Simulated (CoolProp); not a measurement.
Properties of nitrous oxide at several states (Tc = 309.5 K, pc = 72.45 bar, ω = 0.161).

The numbers come from the reference Helmholtz-energy equation of state, Lemmon 2006 in CoolProp. It is a short technical equation, of lower accuracy than the large ones.

| T (K) | p (bar) | phase | Z | speed of sound (m/s) | Joule-Thomson coefficient (K/MPa) | isothermal compressibility (1/MPa) | expansivity (1/kK) |
|---|---|---|---|---|---|---|---|
| 206.3 | 0.619 | gas | 0.9894 | 225.8 | … | 16.33 | 5.017 |
| 464.5 | 9.53 | gas | 0.9890 | … | … | 1.061 | 2.250 |
| 375.5 | 3.17 | gas | 0.9919 | … | … | 3.180 | 2.737 |
| 416.2 | 0.43 | gas | 0.9992 | 311.9 | … | 23.27 | 2.409 |

### Question
Complete the blanks.

### Answer

- 206.3, Joule-Thomson coefficient (K/MPa): 27.76
- 464.5, speed of sound (m/s): 326.6
- 464.5, Joule-Thomson coefficient (K/MPa): 3.989
- 375.5, speed of sound (m/s): 296.3
- 375.5, Joule-Thomson coefficient (K/MPa): 6.461
- 416.2, Joule-Thomson coefficient (K/MPa): 5.143
